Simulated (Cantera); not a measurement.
A closed system holds: 1 mol toluene, 0.0068 mol O₂, 0.21 mol N₂, at 96.0 bar.

Equilibrium computed with Cantera from the NASA thermochemical tables; the gas is ideal and each condensed phase is pure. Candidate condensed phases: C, C₆H₆, C₇H₈, C₈H₁₈, H₂O; 136 gas species. The ideal-gas law is rough above about 30 bar. Rates play no part. All values below are at 902 °C.

Base state: H₂ 0.487, CH₄ 0.436, N₂ 0.0707, H₂O 0.00286, NH₃ 0.00187, CO 0.00176, C₂H₆ 0.000257, C₂H₄ 2.63e-5 (mole fractions); condensed: C(graphite).

### Question
What changes in the equilibrium state with this change: pressure from 96.0 bar to 0.330 bar?

### Answer
| species | before | after |
|---|---|---|
| H₂ | 0.487 | 0.941 |
| N₂ | 0.0707 | 0.0500 |
| CH₄ | 0.436 | 0.00560 |
| C₂H₆ | 0.000257 | 2.19e-8 |
| NH₃ | 0.00187 | 1.45e-5 |
| H₂O | 0.00286 | 3.45e-5 |
| C(graphite), mol | 5.72 | 6.96 |
